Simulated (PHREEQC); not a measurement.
A column of 0.1 m (30 cells, dispersivity 0.008 m, 720 s a shift, diffusion coefficient 3e-10 m²/s) holds 0.00098 eq of the database's cation exchanger X per kg of pore water, first in equilibrium with 0.00047 mol/kgw KCl, 0.077 mol/kgw KBr and 1e-05 mol/kgw HCl. It is flushed with 0.97 mmol/kgw MgSO4 and 0.01 mmol/kgw HCl, at 25 °C. Values are for the last cell. No CO2 enters from the air. No solid was allowed to form.

The series has 31 steps of pore volumes, from 0 to 4.017.

All values are PHREEQC results (ion-association model, phreeqc.dat), not measurements.

**Question.** After how many pore volumes does S at the outlet first reach half of its feed value?

**Answer.** By 0.95 pore volumes.

**Question.** After how many pore volumes does Mg at the outlet first reach half of its feed value?

**Answer.** By 1.6 pore volumes.

Complexes and solids missing from the database can't appear.
